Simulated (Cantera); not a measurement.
Feed: 1 mol SiCl4, 32 mol N2O, 0.34 mol O3, held at 0.0100 bar.

Method: chemical equilibrium by Gibbs-energy minimisation in Cantera with the NASA 1993 tables (ideal gas, pure condensed phases). Candidate condensed phases: Si, SiO2, Si2N2O, Si3N4; 23 gas species. The tables hold silica as quartz up to 1696 K and as liquid above; real silica turns to tridymite and cristobalite and melts near 1996 K. The numbers say what is thermodynamically allowed, not how fast it happens.

Which condensed phases are stable at each of these points (T (°C)): 702, 852, 1002, 1152, 1302, 1452, 1602, 1752?


```
T (°C)  condensed phases  Si condensed (%)
------  ----------------  ----------------
702       SiO2(β-quartz)             100.0
852       SiO2(β-quartz)             100.0
1002      SiO2(β-quartz)             100.0
1152      SiO2(β-quartz)             100.0
1302      SiO2(β-quartz)             100.0
1452     SiO2(condensed)             100.0
1602     SiO2(condensed)             100.0
1752             SiO2(l)              99.4
```

From 702 °C to 1302 °C the condensed part is SiO2(β-quartz). From 1452 °C to 1602 °C the condensed part is SiO2(condensed). At 1752 °C the condensed part is SiO2(l).
